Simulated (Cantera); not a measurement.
Standard-state values (1 bar) from the NASA 1993 polynomials, evaluated with Cantera. Values are per mole of reaction as written; species without (g) are pure solids or liquids, kept so even where they would boil at 1 bar.

**Question.** Between 300 and 525 K, where is each reaction favourable under standard conditions?
- Ti₂O₃ + 2 TiCl₃(g) = 3 TiOCl₂(g) + Ti
- 2 TiCl₄ + 2 TiOCl₂(g) = O₂(g) + 4 TiCl₃(g)

**Answer.** 
- Ti₂O₃ + 2 TiCl₃(g) = 3 TiOCl₂(g) + Ti: ΔG° is 878 kJ at 300 K and 816 kJ at 525 K; it stays positive (K < 1). ΔH° is 957 kJ and ΔS° 269 J/K at 525 K.
- 2 TiCl₄ + 2 TiOCl₂(g) = O₂(g) + 4 TiCl₃(g): ΔG° is 444 kJ at 300 K and 378 kJ at 525 K; it stays positive (K < 1). ΔH° is 520 kJ and ΔS° 269 J/K at 525 K.
